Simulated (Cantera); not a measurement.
Charge: 1 mol TEOS, 1.3 mol NO, 4.1 mol H2, at 1425 °C.

Equilibrium computed with Cantera from the NASA thermochemical tables; the gas is ideal and each condensed phase is pure. Candidate condensed phases: C, C6H6, C7H8, C8H18, H2O, Si, SiC, SiO2, Si2N2O, Si3N4; 151 gas species. The feed counts by its element totals alone. Rates play no part.

### Question
Which condensed phases are stable at each of these points (P (Pa)): 5, 26, 140, 710, 3700, 19000, 100000?

### Answer
| P (Pa) | condensed phases | Si condensed (%) |
|---|---|---|
| 5 | C(graphite) + SiC(s) | 97.4 |
| 26 | C(graphite) + SiC(s) | 97.8 |
| 140 | C(graphite) + SiC(s) | 97.8 |
| 710 | C(graphite) + SiC(s) | 97.8 |
| 3700 | C(graphite) + SiC(s) | 97.9 |
| 19000 | C(graphite) + SiC(s) | 97.9 |
| 100000 | C(graphite) + Si2N2O(s) | 98.3 |

From 0.0375 Torr to 143 Torr the condensed part is C(graphite) + SiC(s). At 750 Torr the condensed part is C(graphite) + Si2N2O(s).
